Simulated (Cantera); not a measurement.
A diamond (100) surface in a fixed gas of H2 with x(CH4) = 0.0087, x(H) = 0.001, at 900 K, 12.0 Torr; coverages are run to steady state.

Detailed kinetics in Cantera: the Harris–Goodwin 1993 mechanism for the reconstructed diamond (100) surface.

θ: site fractions in the mechanism's names (c6HH fully hydrogenated, c6H* and c6*H radical sites, c6** diradical, c6HM methylated).

```tsv
x(CH3)	growth (µm/h)	θ c6HH	θ c6H*	θ c6*H	θ c6**	θ c6HM
1e-06	0.00479	0.692	0.0104	0.292	0.00427	0.000806
2.7e-06	0.0129	0.691	0.0104	0.292	0.00426	0.00217
7.1e-06	0.0338	0.688	0.0104	0.290	0.00423	0.00568
1.9e-05	0.0893	0.680	0.0102	0.287	0.00417	0.0150
5e-05	0.227	0.660	0.00994	0.278	0.00402	0.0383
0.00013	?	0.614	0.00923	0.259	?	?
0.00035	1.22	0.518	0.00775	0.217	0.00292	0.205
0.00094	?	?	?	?	?	?
0.0025	3.27	0.221	0.00320	0.0895	0.000813	0.551
```

Q: Some entries are withheld; supply them.

A: 
- 0.00013, growth (µm/h): 0.546
- 0.00013, θ c6**: 0.00366
- 0.00013, θ c6HM: 0.0919
- 0.00094, growth (µm/h): 2.24
- 0.00094, θ c6HH: 0.370
- 0.00094, θ c6H*: 0.00548
- 0.00094, θ c6*H: 0.153
- 0.00094, θ c6**: 0.00183
- 0.00094, θ c6HM: 0.377
